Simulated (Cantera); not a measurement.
An isothermal, constant-pressure homogeneous reactor starts with NH3 : N2 = 1 : 4 (molar parts), at 1900 K and 1200 Torr.

Cantera simulation using the gas-phase N/H chemistry of the illustrative SiF4/NH3 mechanism in the Surface Chemkin manual (1991); the numbers are that mechanism's predictions, not measurements. Walls and surfaces, which speed up NH3 decomposition in real reactors, are not modelled.

One state of this run: x NH3 = 0.000192; x N = 6.26e-9; x NH2 = 6.79e-7; x N2 = 0.750; x NH = 3.40e-8. x: mole fraction; the columns are a selection and need not sum to one.

Q: Which value of t (s) does it belong to?
(A) 0.000377
(B) 6.00
(C) 0.534
(D) 1.79

A: B, 6.00
